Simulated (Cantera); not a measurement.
Charge: 1 mol Si, 1.2 mol H2O, 160 mol N2, held at 1402 °C and 300 Torr.

Method: chemical equilibrium by Gibbs-energy minimisation in Cantera with the NASA 1993 tables (ideal gas, pure condensed phases). Candidate condensed phases: H2O, Si, SiO2, Si2N2O, Si3N4; 35 gas species. Mutual solubility and eutectic melting of coexisting phases are not modelled. The tables hold silica as quartz up to 1696 K and as liquid above; real silica turns to tridymite and cristobalite and melts near 1996 K. The numbers say what is thermodynamically allowed, not how fast it happens.

Base state: N2 0.992, H2 0.00744, SiO 0.000498, H 1.58e-5 (mole fractions); condensed: SiO2(β-quartz) + Si2N2O(s).

What changes in the equilibrium state with this change: pressure from 300 Torr to 40.5 Torr?


```json
[
 {"species": "N2", "before": "0.992", "after": "0.988"},
 {"species": "H2", "before": "0.00744", "after": "0.00738"},
 {"species": "SiO", "before": "0.000498", "after": "0.00494"},
 {"species": "H", "before": "1.58e-5", "after": "4.29e-5"},
 {"species": "SiO2(β-quartz), mol", "before": "0.439", "after": "0.199"},
 {"species": "Si2N2O(s), mol", "before": "0.240", "after": "0"}
]
```

What changes in the equilibrium state with this change: pressure from 300 Torr to 1.58 Torr?


| species | before | after |
|---|---|---|
| N2 | 0.992 | 0.987 |
| H2 | 0.00744 | 0.00719 |
| SiO | 0.000498 | 0.00504 |
| H2O | 5.86e-6 | 0.000107 |
| H | 1.58e-5 | 0.000215 |
| SiO2(β-quartz), mol | 0.439 | 0.183 |
| Si2N2O(s), mol | 0.240 | 0 |
